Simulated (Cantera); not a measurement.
An adiabatic, constant-pressure homogeneous reactor starts with 14.6 % H2, 20.8 % O2, 64.5 % N2, 0.105 % NO, at 1623 K and 1.58 atm.

Computed with Cantera and GRI-Mech 3.0 (53 species, 325 reactions).

Q: Predict: time of steepest temperature rise; temperature at 0.700 s; equilibrium temperature; x(H2) at 0.700 s; x(O2) at 0.700 s; x(NO) at 0.700 s; x(H2O) at 0.700 s; x(H) at 0.700 s; x(HO2) at 0.700 s.

A: 
```json
{
 "time_of_steepest_temperature_rise": "6.07 µs",
 "temperature at 0.700 s": "2495 K",
 "equilibrium_temperature": "2495 K",
 "x(H2) at 0.700 s": "0.00186 (gas-phase equilibrium 0.00186)",
 "x(O2) at 0.700 s": "0.133 (gas-phase equilibrium 0.133)",
 "x(NO) at 0.700 s": "0.0169 (gas-phase equilibrium 0.0169)",
 "x(H2O) at 0.700 s": "0.147 (gas-phase equilibrium 0.147)",
 "x(H) at 0.700 s": "0.000843 (gas-phase equilibrium 0.000843)",
 "x(HO2) at 0.700 s": "1.36e-5 (gas-phase equilibrium 1.36e-5)"
}
```
